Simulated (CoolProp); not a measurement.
Model: reference Helmholtz-energy equation of state, Gao 2022, in CoolProp.

**Question.** For n-perfluorohexane, give the phase and the density (kg/m³), cv (kJ/(kg K)), Joule-Thomson coefficient (K/MPa), expansivity (1/kK) at 228.2 K and 0.0555 MPa; 420.9 K and 0.545 MPa; 278 K and 0.0139 MPa.

**Answer.** 
- 228.2 K and 0.0555 MPa: liquid; density 1870, cv 0.744, Joule-Thomson coefficient -0.377, expansivity 1.48
- 420.9 K and 0.545 MPa: gas; density 62.4, cv 0.966, Joule-Thomson coefficient 12.5, expansivity 4.27
- 278 K and 0.0139 MPa: liquid; density 1730, cv 0.823, Joule-Thomson coefficient -0.312, expansivity 1.62
